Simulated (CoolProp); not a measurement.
Properties of R236EA along the isotherm 138.85 °C.

Values from CoolProp's reference Helmholtz-energy equation of state, Rui 2013.

| p (MPa) | phase | cp (kJ/(kg K)) | Joule-Thomson coefficient (K/MPa) | viscosity (µPa s) | conductivity (mW/(m K)) | fugacity coefficient |
|---|---|---|---|---|---|---|
| 0.019 | gas | 1.012 | 8.229 | 15.2 | 23.0 | 0.9981 |
| 0.0295 | gas | 1.012 | 8.239 | 15.2 | 23.0 | 0.9970 |
| 0.046 | gas | 1.013 | 8.256 | 15.2 | 23.0 | 0.9953 |
| 0.0716 | gas | 1.015 | 8.283 | 15.2 | 23.0 | 0.9928 |
| 0.112 | gas | 1.017 | 8.326 | 15.2 | 23.0 | 0.9887 |
| 0.174 | gas | 1.020 | 8.392 | 15.2 | 23.0 | 0.9824 |
| 0.27 | gas | 1.025 | 8.498 | 15.2 | 23.1 | 0.9728 |
| 0.421 | gas | 1.034 | 8.673 | 15.3 | 23.1 | 0.9577 |
| 0.656 | gas | 1.050 | 8.969 | 15.3 | 23.2 | 0.9343 |
| 1.02 | gas | 1.079 | 9.491 | 15.5 | 23.5 | 0.8985 |
| 1.59 | gas | 1.145 | 10.53 | 15.9 | 24.1 | 0.8430 |
| 2.47 | gas | 1.374 | 13.11 | 17.2 | 26.6 | 0.7573 |
| 3.85 | liquid | 2.438 | 3.561 | 72.8 | 46.0 | 0.5969 |
| 6 | liquid | 1.674 | 1.202 | 99.1 | 49.7 | 0.4244 |

Viscosity comes from a separate model (Huber 2003), an estimate that may be off by 10 % or more. Thermal conductivity comes from a separate model (Huber 2003), an estimate that may be off by 10 % or more.
